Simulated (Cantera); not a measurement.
An isothermal, constant-pressure homogeneous reactor starts with 20.8 % H2, 18.9 % O2, 60.4 % N2, at 1250 K and 0.133 bar.

Detailed kinetics in Cantera: GRI-Mech 3.0 (53 species, 325 reactions). The temperature is held fixed by assumption; the heat of reaction is taken as removed at once.

One state of this run: x H2 = 6.51e-6; x O2 = 0.0947; x NO = 1.17e-5; x H = 2.72e-7; x O = 5.04e-6. x: mole fraction; the columns are a selection and need not sum to one.

Which value of t (s) does it belong to?
A) 0.0420
B) 0.000453
C) 0.00928
D) 17.7

A, 0.0420
